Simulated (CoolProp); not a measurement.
Saturated liquid density (kg/m³) of ammonia: the reference equation beside estimates from Tc = 405.6 K, pc = 113.6 bar, ω = 0.256. Rackett uses Z = 0.29056 − 0.08775 ω.

Values from CoolProp's reference Helmholtz-energy equation of state, Gao 2020.

| T (K) | reference | Rackett | Redlich-Kwong |
|---|---|---|---|
| 266.7 | 647.3 | 564.1 | 495.5 |
| 279.6 | 629.8 | 549.3 | 480.2 |
| 292.6 | 611.2 | 533.7 | 463.8 |
| 305.5 | 591.7 | 517.3 | 446.3 |
| 318.5 | 570.8 | 499.8 | 427.2 |
| 331.4 | 548.5 | 481.2 | 406.7 |
| 344.3 | 524.1 | 460.9 | 384.1 |
| 357.3 | 496.5 | 438.2 | 358.8 |
| 370.2 | 464.9 | 412.3 | 330.1 |

Absolute difference from the reference over all 9 rows, mean and median: Rackett 12.3 and 12.4 %, Redlich-Kwong 25.6 and 25.2 %.
